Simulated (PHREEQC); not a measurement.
Model water analysis in mg/L, 13 °C, pH 6.11, pe 11.3:

```
constituent               mg/L
-----------------------  -----
Na                        1.34
K                         4.13
Ca                        9.84
Mg                        2.27
Cl                        11.7
S(6) as SO4                 11
Alkalinity as HCO3        19.6
O(0) (dissolved oxygen)  0.642
Sr                       0.663
```

Valence states are taken as typed.

Computed with PHREEQC (ion-association model, phreeqc.dat).

Precipitation was switched off in this run.

### Question
Predict the charge-balance error.

### Answer
charge-balance error -1.4 %.

### Question
In which forms is S present?

### Answer
SO4-2 96 %, CaSO4 2.7 %, MgSO4 1.1 % of the S.

At this temperature some constants are extrapolated from 25 °C, and those without enthalpy data are left unchanged.
